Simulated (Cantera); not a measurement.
# FeS2 + SO2 + H2O (roasting and sulfation)

Charge: 1 mol FeS2, 4.7 mol SO2, 0.074 mol H2O, at 9750 Torr.

Equilibrium computed with Cantera from the NASA thermochemical tables; the gas is ideal and each condensed phase is pure. Candidate condensed phases: Fe, FeO, Fe(OH)2, Fe(OH)3, FeS, FeSO4, FeS2, Fe2O3, Fe2(SO4)3, Fe3O4, H2O, H2SO4, S; 22 gas species. FeS: taken at fixed stoichiometry. Gases not in the tables: S3 to S7. The numbers say what is thermodynamically allowed, not how fast it happens.

From 1050 K to 1450 K the condensed part is FeS(s). From 1500 K to 1600 K the condensed part is FeS(l).

```tsv
T (K)	x SO2	x S2	x S2O	x H2O	x SO	x H2S	x H2	n FeS(s)	n FeS(l)
1050	0.888	0.0823	0.0157	0.0127	3.52e-5	0.00140	1.67e-5	1.00	0
1100	0.888	0.0827	0.0154	0.0128	6.63e-5	0.00127	2.40e-5	1.00	0
1150	0.888	0.0829	0.0152	0.0129	0.000118	0.00115	3.35e-5	1.00	0
1200	0.888	0.0831	0.0149	0.0130	0.000201	0.00105	4.54e-5	1.00	0
1250	0.888	0.0833	0.0147	0.0131	0.000327	0.000969	6.00e-5	1.00	0
1300	0.887	0.0834	0.0145	0.0131	0.000513	0.000898	7.76e-5	1.00	0
1350	0.887	0.0835	0.0144	0.0131	0.000778	0.000837	9.86e-5	1.00	0
1400	0.887	0.0836	0.0142	0.0132	0.00114	0.000783	0.000123	1.00	0
1450	0.887	0.0836	0.0140	0.0132	0.00164	0.000736	0.000151	1.00	0
1500	0.886	0.0835	0.0139	0.0132	0.00229	0.000694	0.000183	0	1.000
1550	0.886	0.0834	0.0137	0.0132	0.00313	0.000656	0.000219	0	1.000
1600	0.885	0.0832	0.0136	0.0131	0.00420	0.000622	0.000259	0	1.000
```
x: gas mole fraction; n: condensed amount in mol.
